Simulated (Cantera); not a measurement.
Standard-state values (1 bar) from the NASA 1993 polynomials, evaluated with Cantera. Values are per mole of reaction as written; species without (g) are pure solids or liquids, kept so even where they would boil at 1 bar. ZrN: taken at fixed stoichiometry.

2 N₂O(g) + 4 ZrO₂(g) → 4 ZrN + 5 O₂(g)

```csv
T (K),ΔH° (kJ),ΔS° (J/K),ΔG° (kJ),log10 K
1200,(withheld),(withheld),(withheld),(withheld)
1400,(withheld),(withheld),(withheld),(withheld)
1600,-412.8,-271.3,21.3,-0.70
1800,-399.2,-263.3,74.8,-2.17
2000,(withheld),(withheld),(withheld),(withheld)
2200,(withheld),(withheld),(withheld),(withheld)
2400,-350.8,-240.3,225.8,-4.91
2600,-332.0,-232.7,273.1,-5.49
2800,-311.8,-225.3,318.9,-5.95
```

**Question.** Fill in the missing entries.

**Answer.** 
- 1200, ΔH° (kJ): -436.5
- 1200, ΔS° (J/K): -288.3
- 1200, ΔG° (kJ): -90.5
- 1200, log10 K: 3.94
- 1400, ΔH° (kJ): -425.2
- 1400, ΔS° (J/K): -279.6
- 1400, ΔG° (kJ): -33.8
- 1400, log10 K: 1.26
- 2000, ΔH° (kJ): -384.4
- 2000, ΔS° (J/K): -255.5
- 2000, ΔG° (kJ): 126.7
- 2000, log10 K: -3.31
- 2200, ΔH° (kJ): -368.3
- 2200, ΔS° (J/K): -247.9
- 2200, ΔG° (kJ): 177.0
- 2200, log10 K: -4.20
